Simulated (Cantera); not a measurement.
What does this Cantera script print?

```python
import numpy as np
import cantera as ct

gas = ct.Solution("gri30.yaml")
gas.TPX = 723, 500000, {'CH4': 1, 'H2': 0.032, 'O2': 3.36, 'N2': 12.6}
inlet = ct.Reservoir(gas, clone=True)
gas.equilibrate("HP")  # start burning
reactor = ct.IdealGasConstPressureReactor(gas, energy="on", clone=False)
exhaust = ct.Reservoir(gas, clone=True)
tau = [0.14, 0.045, 0.014, 0.0045, 0.0014, 0.00045, 0.00014, 4.5e-05, 1.4e-05, 4.5e-06][0]
for a, b in ((inlet, reactor), (reactor, exhaust)):
    ct.MassFlowController(a, b, mdot=lambda t: reactor.mass / tau)
net = ct.ReactorNet([reactor])
show = ['CH4', 'H2', 'O2', 'H2O', 'CH3']

rows = []
print(f"{'tau/s':>10s}{'T/K':>9s}" + "".join(f"{s:>11s}" for s in show))
for tau in [0.14, 0.045, 0.014, 0.0045, 0.0014, 0.00045, 0.00014, 4.5e-05, 1.4e-05, 4.5e-06]:
    net.initial_time = 0.0
    net.advance(30 * tau)
    before = gas.X
    net.advance(40 * tau)
    drift = np.max(np.abs(gas.X - before) / (gas.X + 1e-9))
    rows.append([gas.T, *gas[show].X, drift])
    print(f"{tau:10.3e}{gas.T:9.1f}" + "".join(f"{x:11.3e}" for x in gas[show].X))
```

Result:

```
     tau/s      T/K        CH4         H2         O2        H2O        CH3
 1.400e-01   2003.8  1.380e-06  6.196e-05  7.869e-02  1.190e-01  4.123e-07
 4.500e-02   2003.4  4.007e-06  7.230e-05  7.883e-02  1.189e-01  1.201e-06
 1.400e-02   2001.1  1.097e-05  1.018e-04  7.892e-02  1.187e-01  3.290e-06
 4.500e-03   1995.4  2.605e-05  1.733e-04  7.905e-02  1.184e-01  7.705e-06
 1.400e-03   1983.1  5.863e-05  3.374e-04  7.937e-02  1.177e-01  1.655e-05
 4.500e-04   1959.5  1.278e-04  6.625e-04  8.019e-02  1.166e-01  3.307e-05
 1.400e-04   1912.1  3.057e-04  1.292e-03  8.235e-02  1.147e-01  6.886e-05
 4.500e-05   1815.6  9.591e-04  2.447e-03  8.857e-02  1.112e-01  1.731e-04
 1.400e-05    723.0  5.885e-02  1.883e-03  1.977e-01  3.636e-16  9.816e-15
 4.500e-06    723.0  5.885e-02  1.883e-03  1.977e-01  1.054e-18  3.157e-15
```

Model: GRI-Mech 3.0 (53 species, 325 reactions), integrated in Cantera.
